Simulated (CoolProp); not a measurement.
Dry air along the isobar 21.6 MPa: density (kg/m³) from the reference equation and from simpler models built on Tc = 132.5 K, pc = 3.786 MPa, ω = 0.034; each cubic takes its own stable root.

Computed with CoolProp (reference Helmholtz-energy equation of state, Lemmon 2000). It is a pseudo-pure fit of the blend.

```json
[
 {"T (K)": "65.3", "phase": "liquid", "reference": "967.2"},
 {"T (K)": "105.3", "phase": "liquid", "reference": "820.2"},
 {"T (K)": "145.3", "phase": "supercritical", "reference": "655.3"},
 {"T (K)": "185.2", "phase": "supercritical", "reference": "483.2"},
 {"T (K)": "225.2", "phase": "supercritical", "reference": "356.7"},
 {"T (K)": "265.2", "phase": "supercritical", "reference": "282.2"},
 {"T (K)": "305.2", "phase": "supercritical", "reference": "235.6"},
 {"T (K)": "345.2", "phase": "supercritical", "reference": "203.8"},
 {"T (K)": "385.1", "phase": "supercritical", "reference": "180.5"}
]
```

Q: How far does each simpler model (van der Waals, Redlich-Kwong, Soave-Redlich-Kwong, Peng-Robinson) lie from the reference over these 9 states: mean and median of the absolute difference, and the worst?

A: 
- van der Waals: mean 11.1 %, median 5.1 %, worst -28.5 % at 65.3 K and 21.6 MPa
- Redlich-Kwong: mean 2.1 %, median 2.5 %, worst +3.5 % at 65.3 K and 21.6 MPa
- Soave-Redlich-Kwong: mean 1.9 %, median 2.1 %, worst +3.1 % at 105.3 K and 21.6 MPa
- Peng-Robinson: mean 7.1 %, median 4.1 %, worst +15.5 % at 105.3 K and 21.6 MPa
